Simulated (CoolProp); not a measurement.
The numbers come from the reference Helmholtz-energy equation of state, Thol 2019 in CoolProp.

### Question
For dodecamethylpentasiloxane (MD3M), give the phase and the cp (kJ/(kg K)), cv (kJ/(kg K)), speed of sound (m/s), isothermal compressibility (1/MPa) at 620 K and 0.53 MPa.

### Answer
- 620 K and 0.53 MPa: gas; cp 2.23, cv 2.12, speed of sound 85.2, isothermal compressibility 2.72
